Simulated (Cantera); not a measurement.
Charge: 1 mol Al, 0.069 mol HCl, 0.59 mol O2, equilibrated at 1050 K and 2.70 bar.

Method: chemical equilibrium by Gibbs-energy minimisation in Cantera with the NASA 1993 tables (ideal gas, pure condensed phases). Candidate condensed phases: Al, AlCl3, Al2O3, H2O; 29 gas species. Mutual solubility and eutectic melting of coexisting phases are not modelled. The tables' values for AlCl2 are old estimates; treat these amounts as uncertain. Equilibrium is a limit: real reactors are often held back by kinetics, nucleation or transport.

Base state: H2 0.609, AlCl3 0.365, Al2Cl6 0.0185, AlCl 0.00418, AlCl2 0.00410, HCl 8.07e-5 (mole fractions); condensed: Al(l) + Al2O3(s).

**Question.** What changes in the equilibrium state with this change: temperature from 1050 K to 1073.15 K?

**Answer.** 
```json
[
 {"species": "H2", "before": "0.609", "after": "0.605"},
 {"species": "AlCl3", "before": "0.365", "after": "0.369"},
 {"species": "Al2Cl6", "before": "0.0185", "after": "0.0143"},
 {"species": "AlCl", "before": "0.00418", "after": "0.00578"},
 {"species": "HCl", "before": "8.07e-5", "after": "0.000105"},
 {"species": "AlCl2", "before": "0.00410", "after": "0.00531"},
 {"species": "Al(l), mol", "before": "0.190", "after": "0.190"},
 {"species": "Al2O3(s), mol", "before": "0.393", "after": "0.393"}
]
```

**Question.** What changes in the equilibrium state with this change: O2 from 0.59 to 2.3 mol?

**Answer.** 
| species | before | after |
|---|---|---|
| O2 | <1e-9 | 0.957 |
| HCl | 8.07e-5 | 0.0191 |
| H2O | <1e-9 | 0.0119 |
| H2 | 0.609 | <1e-9 |
| AlCl3 | 0.365 | <1e-9 |
| Al2Cl6 | 0.0185 | <1e-9 |
| Cl2 | <1e-9 | 0.0119 |
| AlCl | 0.00418 | <1e-9 |
| AlCl2 | 0.00410 | <1e-9 |
| Cl | <1e-9 | 5.25e-5 |
| Al(l), mol | 0.190 | 0 |
| Al2O3(s), mol | 0.393 | 0.500 |
